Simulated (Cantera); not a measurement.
An adiabatic, constant-pressure homogeneous reactor starts with CO : H2 : CH4 : O2 : N2 : H2O = 1 : 0.19 : 0.059 : 0.751 : 2.82 : 0.18 (molar parts), equivalence ratio 0.95, at 1125 K and 7500 Torr.

Model: GRI-Mech 3.0 (53 species, 325 reactions), integrated in Cantera.

Task: Predict: time of steepest temperature rise; temperature at 0.100 s; equilibrium temperature; x(CO) at 0.100 s; x(H2) at 0.100 s; x(HCN) at 0.100 s.

Result: 
```json
{
  "time_of_steepest_temperature_rise": "0.372 ms",
  "temperature at 0.100 s": "2727 K",
  "equilibrium_temperature": "2727 K",
  "x(CO) at 0.100 s": "0.0435 (gas-phase equilibrium 0.0435)",
  "x(H2) at 0.100 s": "0.00334 (gas-phase equilibrium 0.00334)",
  "x(HCN) at 0.100 s": "1.37e-9 (gas-phase equilibrium 1.37e-9)"
}
```
